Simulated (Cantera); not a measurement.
A perfectly stirred reactor is fed with CH4 : H2 : O2 : N2 = 1 : 0.032 : 1.83 : 6.89 (molar parts), equivalence ratio 1.1, at 1.00 bar; it is adiabatic with a 625 K inlet, and is followed from long to short residence time, starting on the burning branch (τ in s: 0.29, 0.14, 0.063, 0.03, 0.014, 0.0065, 0.003, 0.0014, 0.00067, 0.00031, 0.00015, 6.9e-05).

Cantera simulation using GRI-Mech 3.0 (53 species, 325 reactions); the numbers are that mechanism's predictions, not measurements.

x: mole fraction; the columns are a selection and need not sum to one.

```json
[
 {"τ (s)": "0.29", "T (K)": "2384", "x CH4": "9.22e-7", "x H2": "0.0141", "x O2": "0.00218", "x C2H6": "<1e-12", "x HCO": "(withheld)", "x OH": "0.00444", "x O": "0.000395"},
 {"τ (s)": "0.14", "T (K)": "2381", "x CH4": "1.81e-6", "x H2": "0.0142", "x O2": "0.00234", "x C2H6": "<1e-12", "x HCO": "(withheld)", "x OH": "0.00458", "x O": "0.000423"},
 {"τ (s)": "0.063", "T (K)": "2374", "x CH4": "3.66e-6", "x H2": "0.0144", "x O2": "0.00266", "x C2H6": "1.93e-12", "x HCO": "(withheld)", "x OH": "0.00487", "x O": "0.000485"},
 {"τ (s)": "0.030", "T (K)": "2363", "x CH4": "6.72e-6", "x H2": "0.0148", "x O2": "0.00318", "x C2H6": "6.40e-12", "x HCO": "(withheld)", "x OH": "0.00531", "x O": "0.000589"},
 {"τ (s)": "0.014", "T (K)": "2344", "x CH4": "1.20e-5", "x H2": "0.0155", "x O2": "0.00402", "x C2H6": "1.99e-11", "x HCO": "(withheld)", "x OH": "0.00595", "x O": "0.000770"},
 {"τ (s)": "0.0065", "T (K)": "2316", "x CH4": "2.08e-5", "x H2": "0.0165", "x O2": "0.00525", "x C2H6": "5.78e-11", "x HCO": "(withheld)", "x OH": "0.00680", "x O": "0.00106"},
 {"τ (s)": "0.0030", "T (K)": "2277", "x CH4": "3.62e-5", "x H2": "0.0179", "x O2": "0.00689", "x C2H6": "1.66e-10", "x HCO": "(withheld)", "x OH": "0.00776", "x O": "0.00150"},
 {"τ (s)": "0.0014", "T (K)": "2228", "x CH4": "6.37e-5", "x H2": "0.0195", "x O2": "0.00886", "x C2H6": "4.83e-10", "x HCO": "(withheld)", "x OH": "0.00867", "x O": "0.00209"},
 {"τ (s)": "0.00067", "T (K)": "2176", "x CH4": "0.000114", "x H2": "0.0212", "x O2": "0.0110", "x C2H6": "1.47e-9", "x HCO": "(withheld)", "x OH": "0.00938", "x O": "0.00275"},
 {"τ (s)": "0.00031", "T (K)": "2117", "x CH4": "0.000223", "x H2": "0.0229", "x O2": "0.0137", "x C2H6": "5.43e-9", "x HCO": "(withheld)", "x OH": "0.00976", "x O": "0.00342"},
 {"τ (s)": "0.00015", "T (K)": "2061", "x CH4": "0.000451", "x H2": "0.0242", "x O2": "0.0169", "x C2H6": "2.28e-8", "x HCO": "(withheld)", "x OH": "0.00962", "x O": "0.00383"},
 {"τ (s)": "6.9e-5", "T (K)": "1993", "x CH4": "0.00112", "x H2": "0.0257", "x O2": "0.0230", "x C2H6": "1.67e-7", "x HCO": "(withheld)", "x OH": "0.00847", "x O": "0.00362"}
]
```

Problem. Complete the blanks.

Solution. 
- 0.29, x HCO: 1.92e-8
- 0.14, x HCO: 2.98e-8
- 0.063, x HCO: 5.45e-8
- 0.030, x HCO: 1.03e-7
- 0.014, x HCO: 2.04e-7
- 0.0065, x HCO: 4.14e-7
- 0.0030, x HCO: 8.47e-7
- 0.0014, x HCO: 1.71e-6
- 0.00067, x HCO: 3.38e-6
- 0.00031, x HCO: 6.93e-6
- 0.00015, x HCO: 1.39e-5
- 6.9e-5, x HCO: 3.05e-5
